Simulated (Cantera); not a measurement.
Input: 1 mol Fe, 1.5 mol Cl2, a varied amount of H2, equilibrated at 875 K and 100 Torr.

Method: chemical equilibrium by Gibbs-energy minimisation in Cantera with the NASA 1993 tables (ideal gas, pure condensed phases). Candidate condensed phases: Fe, FeCl2, FeCl3; 11 gas species. The numbers say what is thermodynamically allowed, not how fast it happens.

Q: At 0.049 mol H2, list the 6 most abundant gas species with their mole fractions, and the condensed phases.

A: Fe2Cl6 0.444, FeCl3 0.401, HCl 0.141, FeCl2 0.00806, Cl2 0.00526, Fe2Cl4 0.00116. Condensed: FeCl2(s).
